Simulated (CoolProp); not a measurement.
A single-stage vapour-compression cycle with C2F6 (R116): evaporating at 208.15 K (dew point), condensing at 266.15 K (bubble point), superheat 5 K, subcooling 8 K, compressor efficiency 0.8, no pressure losses. Each further row changes one setting.

The numbers come from the reference Helmholtz-energy equation of state, Lemmon 2006 in CoolProp. It is a short technical equation, of lower accuracy than the large ones.

```
case                              cooling COP  pressure ratio  discharge temperature (K)  refrigerating effect (kJ/kg)  volumetric capacity (kJ/m³)
--------------------------------  -----------  --------------  -------------------------  ----------------------------  ---------------------------
as stated                                1.93            7.84                      276.9                          60.8                          986
evaporating temperature 213.15 K         2.26            6.26                      276.0                          63.3                         1270
condensing temperature 261.15 K          2.27            6.81                      271.7                          66.6                         1080
subcooling 13 K                          2.12            7.84                      276.9                          66.7                         1080
superheat 15 K                           2.01            7.84                      286.4                          67.4                         1030
compressor efficiency 0.7                1.69            7.84                      281.7                          60.8                          986
```
